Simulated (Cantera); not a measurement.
Input (Python, Cantera) and output of one run.

```python
import numpy as np
import cantera as ct

gas_names = """
    C CH CH2 CH3 CH2OH CH3O CH4 CH3OH CN CO CO2 COOH C2 C2H CHCO,ketyl C2H2,acetylene C2H2,vinylidene
    CH2CO,ketene C2H3,vinyl CH3CN CH3CO,acetyl C2H4 C2H4O,ethylen CH3CHO,ethanal CH3COOH (HCOOH)2 C2H5
    C2H6 CH3OCH3 C2H5OH CCN CNC C2N2 C2O C3 C3H3,propargyl C3H4,allene C3H4,propyne C3H4,cyclo-
    C3H5,allyl C3H6,propylene C3H6,cyclo- C3H6O C3H7,n-propyl C3H7,i-propyl C3H8 C3H8O,1propanol
    C3H8O,2propanol C3O2 C4 C4H2 C4H4,1,3-cyclo- C4H6,butadiene C4H6,2-butyne C4H6,cyclo- C4H8,1-butene
    C4H8,cis2-buten C4H8,tr2-butene C4H8,isobutene C4H8,cyclo- (CH3COOH)2 C4H9,n-butyl C4H9,i-butyl
    C4H9,s-butyl C4H9,t-butyl C4H10,isobutane C4H10,n-butane C4N2 C5 C5H6,1,3cyclo- C5H8,cyclo-
    C5H10,1-pentene C5H10,cyclo- C5H11,pentyl C5H11,t-pentyl C5H12,n-pentane C5H12,i-pentane
    CH3C(CH3)2CH3 C6H2 C6H5,phenyl C6H5O,phenoxy C6H6 C6H5OH,phenol C6H10,cyclo- C6H12,1-hexene
    C6H12,cyclo- C6H13,n-hexyl C7H7,benzyl C7H8 C7H8O,cresol C7H14,1-heptene C7H15,n-heptyl
    C7H16,n-heptane C8H8,styrene C8H10,ethylbenz C8H16,1-octene C8H17,n-octyl C8H18,isooctane
    C8H18,n-octane C9H19,n-nonyl C10H8,naphthale C10H21,n-decyl C12H9,o-bipheny C12H10,bipheny H HCN HCO
    HCCN HNC HNCO HNO HNO2 HNO3 HO2 H2 HCHO,formaldehy HCOOH H2O H2O2 N NCO NH NH2 NH3 NH2OH NO NO2 NO3
    N2 N2H2 N2H4 N2O O OH O2 O3 Si SiC SiC2 SiC4H12 SiH SiH2 SiH3 SiH4 SiN SiO SiO2 Si2 Si2C Si2N Si3
""".split()
cond_names = """
    C(gr) C6H6(L) C7H8(L) C8H18(L),n-octa H2O(s) H2O(L) Si(cr) Si(L) SiC(b) SiO2(Lqz) SiO2(hqz) SiO2(L)
    Si2N2O(s) Si3N4(a)
""".split()


def load(file, names, dense=False):
    # The tables refer to 1 bar. Condensed volumes are neglected.
    table = {s.name: s for s in ct.Species.list_from_file(file)}
    out = []
    for n in names:
        d = dict(table[n].input_data)
        d["thermo"] = dict(d["thermo"], **{"reference-pressure": 1e5})
        if dense:
            d["equation-of-state"] = {"model": "constant-volume", "density": "1e6 g/cm^3"}
        out.append(ct.Species.from_dict(d))
    return out


gas = ct.Solution(thermo="ideal-gas", species=load("nasa_gas.yaml", gas_names))
cond = {s.name: ct.Solution(thermo="fixed-stoichiometry", species=[s], name=s.name)
        for s in load("nasa_condensed.yaml", cond_names, dense=True)}
atoms = {
    'SiH4': {'Si': 1, 'H': 4},
    'CO2': {'C': 1, 'O': 2},
    'N2': {'N': 2},
}
top_T = {'C(gr)': 4500, 'SiC(b)': 3050, 'Si2N2O(s)': 2100, 'Si3N4(a)': 2400}  # K; cautious upper limits of use, not melting points


def equilibrate(T, P, feed):
    n = {}
    for name, mol in feed.items():
        for a, k in atoms[name].items():
            n[a] = n.get(a, 0.0) + k * mol
    gas.TPX = T, P, n
    mass = sum(n.values()) * gas.mean_molecular_weight
    gas.equilibrate("TP")
    valid = [c for c in cond.values() if c.min_temp <= T <= top_T.get(c.name, c.max_temp)]
    mix = ct.Mixture([(gas, mass / gas.mean_molecular_weight)] + [(c, 0.0) for c in valid])
    mix.T, mix.P = T, P
    mix.equilibrate("TP", solver="vcs", rtol=1e-11, max_steps=5000)
    return mix


results = []
feed = {'SiH4': 1, 'CO2': 0.71, 'N2': 2.7}  # mol
P = 34  # Pa
for T in [598, 648, 698, 748, 798, 848, 898, 948, 998, 1048, 1098, 1148]:
    mix = equilibrate(T, P, feed)
    results.append((T, P, feed, dict(zip(mix.species_names, mix.species_moles))))
    x = sorted(zip(gas.X, gas.species_names), reverse=True)
    print(f"T = {T:g} K  P = {P:g} Pa  gas = {mix.phase_moles(0):.4g} mol")
    print("   x: " + "  ".join(f"{s} {v:.3e}" for v, s in x if v > 1e-06))
    print("   condensed (mol): " + ("  ".join(f"{mix.phase(i).name} {mix.phase_moles(i):.4g}"
          for i in range(1, mix.n_phases) if mix.phase_moles(i) > 1e-12) or "none"))
```

Output:

```
T = 598 K  P = 34 Pa  gas = 4.478 mol
   x: N2 5.598e-01  H2 4.339e-01  CH4 6.383e-03  NH3 3.131e-06
   condensed (mol): C(gr) 0.6814  SiO2(Lqz) 0.6133  Si2N2O(s) 0.1933
T = 648 K  P = 34 Pa  gas = 4.499 mol
   x: N2 5.572e-01  H2 4.410e-01  CH4 1.805e-03  NH3 1.434e-06
   condensed (mol): C(gr) 0.7019  SiO2(Lqz) 0.6133  Si2N2O(s) 0.1933
T = 698 K  P = 34 Pa  gas = 4.504 mol
   x: N2 5.565e-01  H2 4.429e-01  CH4 5.915e-04  CO 5.672e-06
   condensed (mol): C(gr) 0.7073  SiO2(Lqz) 0.6133  Si2N2O(s) 0.1933
T = 748 K  P = 34 Pa  gas = 4.506 mol
   x: N2 5.563e-01  H2 4.434e-01  CH4 2.216e-04  CO 4.528e-05
   condensed (mol): C(gr) 0.7088  SiO2(Lqz) 0.6132  Si2N2O(s) 0.1934
T = 798 K  P = 34 Pa  gas = 4.507 mol
   x: N2 5.561e-01  H2 4.436e-01  CO 2.775e-04  CH4 9.291e-05  H2O 1.031e-06
   condensed (mol): C(gr) 0.7083  SiO2(Lqz) 0.6125  Si2N2O(s) 0.1938
T = 848 K  P = 34 Pa  gas = 4.511 mol
   x: N2 5.553e-01  H2 4.433e-01  CO 1.367e-03  CH4 4.281e-05  H2O 1.521e-06
   condensed (mol): C(gr) 0.7036  SiO2(hqz) 0.6092  Si2N2O(s) 0.1954
T = 898 K  P = 34 Pa  gas = 4.523 mol
   x: N2 5.523e-01  H2 4.421e-01  CO 5.591e-03  CH4 2.129e-05  H2O 2.124e-06
   condensed (mol): C(gr) 0.6846  SiO2(hqz) 0.5965  Si2N2O(s) 0.2018
T = 948 K  P = 34 Pa  gas = 4.566 mol
   x: N2 5.424e-01  H2 4.380e-01  CO 1.959e-02  CH4 1.119e-05  H2O 2.825e-06  HCN 1.050e-06
   condensed (mol): C(gr) 0.6205  SiO2(hqz) 0.5537  Si2N2O(s) 0.2231
T = 998 K  P = 34 Pa  gas = 4.693 mol
   x: N2 5.142e-01  H2 4.261e-01  CO 5.965e-02  CH4 6.023e-06  H2O 3.530e-06  HCN 2.352e-06
   condensed (mol): C(gr) 0.43  SiO2(hqz) 0.4267  Si2N2O(s) 0.2867
T = 1048 K  P = 34 Pa  gas = 4.98 mol
   x: N2 4.558e-01  H2 4.016e-01  CO 1.426e-01  HCN 4.139e-06  H2O 4.065e-06  CH4 2.866e-06  CO2 1.712e-06
   condensed (mol): SiO2(hqz) 0.14  Si2N2O(s) 0.43
T = 1098 K  P = 34 Pa  gas = 4.98 mol
   x: N2 4.558e-01  H2 4.016e-01  CO 1.426e-01  H2O 5.051e-06  HCN 3.281e-06  CO2 1.781e-06
   condensed (mol): SiO2(hqz) 0.14  Si2N2O(s) 0.43
T = 1148 K  P = 34 Pa  gas = 4.98 mol
   x: N2 4.558e-01  H2 4.016e-01  CO 1.426e-01  H2O 6.151e-06  HCN 2.656e-06  H 2.462e-06  CO2 1.848e-06
   condensed (mol): SiO2(hqz) 0.14  Si2N2O(s) 0.43
```

These are equilibrium values from Cantera (NASA tables, ideal gas, pure condensed phases), not measurements of a reactor. N2 is the only nitrogen source here; it is nearly inert below about 1500 K, so the nitride shown seldom forms there in practice. Mutual solubility and eutectic melting of coexisting phases are not modelled. The tables hold silica as quartz up to 1696 K and as liquid above; real silica turns to tridymite and cristobalite and melts near 1996 K.
